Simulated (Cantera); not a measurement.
Standard-state values (1 bar) from the NASA 1993 polynomials, evaluated with Cantera. Values are per mole of reaction as written; species without (g) are pure solids or liquids, kept so even where they would boil at 1 bar.

2 P₂(g) + 10 NO(g) = 10 N(g) + P₄O₁₀(g)

```json
[
 {"T (K)": "300", "ΔH° (kJ)": "622.7", "ΔS° (J/K)": "-606.5", "ΔG° (kJ)": "804.7", "log10 K": "-140.10"},
 {"T (K)": "2323", "ΔH° (kJ)": "810.9", "ΔS° (J/K)": "-425.0", "ΔG° (kJ)": "1798.3", "log10 K": "-40.43"},
 {"T (K)": "2373", "ΔH° (kJ)": "815.3", "ΔS° (J/K)": "-423.1", "ΔG° (kJ)": "1819.5", "log10 K": "-40.05"},
 {"T (K)": "2423", "ΔH° (kJ)": "819.8", "ΔS° (J/K)": "-421.3", "ΔG° (kJ)": "1840.6", "log10 K": "-39.68"},
 {"T (K)": "2473", "ΔH° (kJ)": "(withheld)", "ΔS° (J/K)": "(withheld)", "ΔG° (kJ)": "(withheld)", "log10 K": "(withheld)"},
 {"T (K)": "2523", "ΔH° (kJ)": "(withheld)", "ΔS° (J/K)": "(withheld)", "ΔG° (kJ)": "(withheld)", "log10 K": "(withheld)"},
 {"T (K)": "2573", "ΔH° (kJ)": "833.0", "ΔS° (J/K)": "-416.0", "ΔG° (kJ)": "1903.4", "log10 K": "-38.64"},
 {"T (K)": "2623", "ΔH° (kJ)": "837.3", "ΔS° (J/K)": "-414.3", "ΔG° (kJ)": "1924.1", "log10 K": "-38.32"},
 {"T (K)": "2673", "ΔH° (kJ)": "841.7", "ΔS° (J/K)": "-412.7", "ΔG° (kJ)": "1944.8", "log10 K": "-38.00"},
 {"T (K)": "2723", "ΔH° (kJ)": "846.1", "ΔS° (J/K)": "-411.1", "ΔG° (kJ)": "1965.4", "log10 K": "-37.70"},
 {"T (K)": "2773", "ΔH° (kJ)": "850.4", "ΔS° (J/K)": "-409.5", "ΔG° (kJ)": "1985.9", "log10 K": "-37.41"},
 {"T (K)": "2823", "ΔH° (kJ)": "854.8", "ΔS° (J/K)": "-407.9", "ΔG° (kJ)": "2006.4", "log10 K": "-37.12"}
]
```

**Question.** Fill in the missing entries.

**Answer.** 
- 2473, ΔH° (kJ): 824.2
- 2473, ΔS° (J/K): -419.5
- 2473, ΔG° (kJ): 1861.6
- 2473, log10 K: -39.32
- 2523, ΔH° (kJ): 828.6
- 2523, ΔS° (J/K): -417.7
- 2523, ΔG° (kJ): 1882.5
- 2523, log10 K: -38.97
